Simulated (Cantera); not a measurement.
Charge: 1 mol AlN, 0.5 mol Cl2, 2.4 mol O2, at 1102 °C and 10.0 mbar.

These are equilibrium values from Cantera (NASA tables, ideal gas, pure condensed phases), not measurements of a reactor. Candidate condensed phases: Al, AlCl3, AlN, Al2O3; 24 gas species. The numbers say what is thermodynamically allowed, not how fast it happens.

Base state: O2 0.595, N2 0.180, Cl2 0.137, Cl 0.0865, NO 0.000506, ClO 0.000195, AlCl3 1.64e-5 (mole fractions); condensed: Al2O3(s).

Problem. What changes in the equilibrium state with this change: temperature from 1102 °C to 900 °C?

Solution. 
```json
[
 {"species": "O2", "before": "0.595", "after": "0.618"},
 {"species": "N2", "before": "0.180", "after": "0.187"},
 {"species": "Cl2", "before": "0.137", "after": "0.180"},
 {"species": "Cl", "before": "0.0865", "after": "0.0150"},
 {"species": "AlCl3", "before": "1.64e-5", "after": "5.96e-7"},
 {"species": "ClO", "before": "0.000195", "after": "4.91e-5"},
 {"species": "NO", "before": "0.000506", "after": "0.000133"},
 {"species": "Al2O3(s), mol", "before": "0.500", "after": "0.500"}
]
```
